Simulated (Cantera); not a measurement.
An isothermal, constant-pressure homogeneous reactor starts with CO : O2 : H2O : N2 = 0.0012 : 0.034 : 0.082 : 1 (molar parts), equivalence ratio 0.018, at 1198 K and 2.17 atm.

Model: GRI-Mech 3.0 (53 species, 325 reactions), integrated in Cantera.

One state of this run: x CO = 1.15e-7; x O2 = 0.0299; x H2O = 0.0734; x OH = 1.69e-6; x H = 1.95e-11. x: mole fraction; the columns are a selection and need not sum to one.

Question: Which value of t (s) does it belong to?
A) 0.383
B) 6.81e-5
C) 0.147
D) 0.00121

Answer: A, 0.383
